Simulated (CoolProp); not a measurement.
Properties of oxygen along the isobar 644 kPa.

The numbers come from the reference Helmholtz-energy equation of state, Schmidt 1985 in CoolProp. Above 300 K oxygen's equation is extrapolated.

```csv
T (°C),phase,cv (kJ/(kg K)),speed of sound (m/s),Joule-Thomson coefficient (K/MPa),Prandtl number
-152.95,gas,0.6840,198.1,14.20,0.845
-103.15,gas,0.6603,244.7,7.322,0.768
-53.45,gas,0.6549,281.2,4.655,0.741
-3.65,gas,0.6566,312.5,3.221,0.726
46.15,gas,0.6631,340.2,2.318,0.719
95.95,gas,0.6737,365.2,1.696,0.717
145.65,gas,0.6872,388.1,1.248,0.718
195.45,gas,0.7024,409.4,0.9130,0.721
```

Viscosity comes from a separate model (Lemmon 2004). Thermal conductivity comes from a separate model (Lemmon 2004).
